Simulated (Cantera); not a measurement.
An isothermal, constant-pressure homogeneous reactor starts with C₃H₈ : H₂ = 1 : 1.1 (molar parts), at 2000 K and 1.00 bar.

Model: GRI-Mech 3.0 (53 species, 325 reactions), integrated in Cantera. GRI-Mech 3.0 was tuned for natural gas; its chemistry of propane as a main component is partial and can be far from experiment. GRI-Mech 3.0 stops at C3 and has no aromatics, soot or wall deposition, so with more carbon than oxygen in the feed, carbon stays in small species such as C2H2 where larger ones or solid carbon would form.

x: mole fraction; the columns are a selection and need not sum to one.

```
t (s)         x C₃H₈   x H₂         x H       x CH₄       x CH₂       x CH₃
--------  ----------  -----  ----------  ----------  ----------  ----------
5.00e-6     0.000667  0.459     0.00285       0.216     5.80e-5      0.0279
2.51e-5      1.45e-6  0.533    0.000968       0.190     8.77e-6     0.00657
0.000126     4.84e-7  0.585     0.00104       0.145     6.82e-6     0.00493
0.000630  (withheld)  0.647  (withheld)  (withheld)  (withheld)  (withheld)
0.00316      1.65e-9  0.689     0.00133      0.0191     1.58e-6    0.000722
0.0158      1.43e-10  0.700     0.00137  (withheld)  (withheld)  (withheld)
0.0794      1.13e-10  0.700     0.00137     0.00482     4.71e-7    0.000186
0.398       1.13e-10  0.700     0.00137     0.00482     4.71e-7    0.000186
1.99        1.13e-10  0.700     0.00137     0.00482     4.71e-7    0.000186
10.0        1.13e-10  0.700     0.00137     0.00482     4.71e-7    0.000186
```

### Question
Complete the blanks.

### Answer

- 0.000630, x C₃H₈: 5.92e-8
- 0.000630, x H: 0.00119
- 0.000630, x CH₄: 0.0699
- 0.000630, x CH₂: 4.21e-6
- 0.000630, x CH₃: 0.00250
- 0.0158, x CH₄: 0.00568
- 0.0158, x CH₂: 5.47e-7
- 0.0158, x CH₃: 0.000219
